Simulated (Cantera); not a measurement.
Input: 1 mol Pb, 0.46 mol N2, held at 875 K and 1.33 mbar.

Method: chemical equilibrium by Gibbs-energy minimisation in Cantera with the NASA 1993 tables (ideal gas, pure condensed phases). Candidate condensed phases: Pb; 4 gas species. Kinetics and transport are ignored.

Base state: N2 0.999, Pb 0.000506 (mole fractions); condensed: Pb(l).

Task: What changes in the equilibrium state with this change: Pb replaced by Fe(CO)5?

Result: 
```json
[
 {"species": "CO", "before": "0", "after": "0.903"},
 {"species": "N2", "before": "0.999", "after": "0.0852"},
 {"species": "CO2", "before": "0", "after": "0.0117"},
 {"species": "Pb", "before": "0.000506", "after": "0"},
 {"species": "Pb(l), mol", "before": "1.000", "after": "0"},
 {"species": "C(graphite), mol", "before": "0", "after": "0.0631"},
 {"species": "Fe(α), mol", "before": "0", "after": "1.00"}
]
```
Condensed phases not in the tables: cementite and carbon dissolved in iron. Further candidate phases: C, Fe, Fe(CO)5, FeO, Fe2O3, Fe3O4.
